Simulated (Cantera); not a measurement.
Input (Python, Cantera) and output of one run.

```python
import numpy as np
import cantera as ct

gas_names = """
    H HO2 H2 H2O H2O2 Nb NbO NbO2 O OH O2 O3
""".split()
cond_names = """
    H2O(s) H2O(L) Nb(cr) Nb(L) NbO(s) NbO(L) NbO2(I) NbO2(II) NbO2(III) NbO2(L) Nb2O5(s) Nb2O5(L)
""".split()


def load(file, names, dense=False):
    # The tables refer to 1 bar. Condensed volumes are neglected.
    table = {s.name: s for s in ct.Species.list_from_file(file)}
    out = []
    for n in names:
        d = dict(table[n].input_data)
        d["thermo"] = dict(d["thermo"], **{"reference-pressure": 1e5})
        if dense:
            d["equation-of-state"] = {"model": "constant-volume", "density": "1e6 g/cm^3"}
        out.append(ct.Species.from_dict(d))
    return out


gas = ct.Solution(thermo="ideal-gas", species=load("nasa_gas.yaml", gas_names))
cond = {s.name: ct.Solution(thermo="fixed-stoichiometry", species=[s], name=s.name)
        for s in load("nasa_condensed.yaml", cond_names, dense=True)}
atoms = {
    'Nb': {'Nb': 1},
    'H2O': {'H': 2, 'O': 1},
}
top_T = {}  # K; cautious upper limits of use, not melting points


def equilibrate(T, P, feed):
    n = {}
    for name, mol in feed.items():
        for a, k in atoms[name].items():
            n[a] = n.get(a, 0.0) + k * mol
    gas.TPX = T, P, n
    mass = sum(n.values()) * gas.mean_molecular_weight
    gas.equilibrate("TP")
    valid = [c for c in cond.values() if c.min_temp <= T <= top_T.get(c.name, c.max_temp)]
    mix = ct.Mixture([(gas, mass / gas.mean_molecular_weight)] + [(c, 0.0) for c in valid])
    mix.T, mix.P = T, P
    mix.equilibrate("TP", solver="vcs", rtol=1e-11, max_steps=5000)
    return mix


results = []
feed = {'Nb': 1, 'H2O': 0.013}  # mol
P = 15  # Pa
for T in [2025, 2050, 2075, 2100, 2125, 2150, 2175]:
    mix = equilibrate(T, P, feed)
    results.append((T, P, feed, dict(zip(mix.species_names, mix.species_moles))))

top = {s: max(r[3][s] / sum(r[3][g] for g in gas_names) for r in results) for s in gas_names}
cols = sorted((s for s in top if top[s] > 1e-05), key=lambda s: -top[s])[:6]
seen = [c for c in cond_names if any(r[3].get(c, 0) > 1e-12 for r in results)]
print("log10 of partial pressures in bar; condensed amounts in mol")
print(f"{'T/K':>10s}" + "".join(f"{s[:9]:>10s}" for s in cols + seen))
for T, P, feed, n in results:
    ng = sum(n[g] for g in gas_names)
    print(f"{T:10.4g}" + "".join(f"{np.log10(max(n[s] / ng * P / 1e5, 1e-99)):10.3f}" for s in cols)
          + "".join(f"{n.get(c, 0):10.4g}" for c in seen))
```

Result:

```
log10 of partial pressures in bar; condensed amounts in mol
       T/K        H2         H      NbO2       NbO       H2O        OH    Nb(cr)    NbO(s)
      2025    -3.896    -4.664    -6.088    -6.614    -6.667    -8.416    0.9871    0.0128
      2050    -3.910    -4.599    -5.899    -6.429    -6.632    -8.283    0.9871    0.0127
      2075    -3.927    -4.538    -5.714    -6.248    -6.601    -8.155    0.9872   0.01254
      2100    -3.947    -4.480    -5.534    -6.072    -6.574    -8.031    0.9873    0.0123
      2125    -3.972    -4.426    -5.359    -5.900    -6.553    -7.914    0.9875   0.01193
      2150    -4.003    -4.376    -5.188    -5.732    -6.539    -7.802    0.9877   0.01137
      2175    -4.041    -4.332    -5.021    -5.568    -6.534    -7.697    0.9881   0.01049
```

Method: chemical equilibrium by Gibbs-energy minimisation in Cantera with the NASA 1993 tables (ideal gas, pure condensed phases). Mutual solubility and eutectic melting of coexisting phases are not modelled. NbO: taken at fixed stoichiometry. Condensed phases not in the tables: N, O or C dissolved in the metal.
